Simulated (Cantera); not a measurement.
## Reactions in the system B-Cl-H-N

Cantera with NASA thermochemical tables; ideal gases at 1 bar, condensed phases pure. Values are per mole of reaction as written; species without (g) are pure solids or liquids, kept so even where they would boil at 1 bar.

BCl3(g) + N(g) + 3 H(g) → 3 HCl(g) + BN

```tsv
T (K)	ΔH° (kJ)	ΔS° (J/K)	ΔG° (kJ)	log10 K
625	-1263.5	-239.5	-1113.9	93.09
725	-1266.8	-244.3	-1089.7	78.51
825	-1269.8	-248.2	-1065.0	67.43
925	-1272.5	-251.3	-1040.0	58.73
1025	-1275.0	-253.8	-1014.8	51.71
1125	-1277.2	-255.9	-989.3	45.93
1225	-1279.1	-257.6	-963.6	41.09
1325	-1280.9	-259.0	-937.8	36.97
1425	-1282.5	-260.1	-911.8	33.42
1525	-1284.0	-261.1	-885.8	30.34
1625	-1285.3	-262.0	-859.6	27.63
```
